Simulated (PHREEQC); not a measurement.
Make-up at 25 °C: 14 mmol/kgw CuCl2 and 100 mmol/kgw KCl. Closed to the air; pH follows from the charge balance.

The numbers come from PHREEQC with the ion-association model, wateq4f.dat.

Precipitation was switched off in this run.

### Question
Order these Cu species by the share of Cu that they hold, largest first: CuCl+, Cu2(OH)2+2, Cu+2, CuCl2.

### Answer
Cu+2 (89 %), CuCl+ (11 %), CuCl2 (0.39 %), Cu2(OH)2+2 (0.12 %)

The pH is 4.76 and the ionic strength 0.139 mol/kgw. Examples of supersaturated solids here: Atacamite. Others may be too.
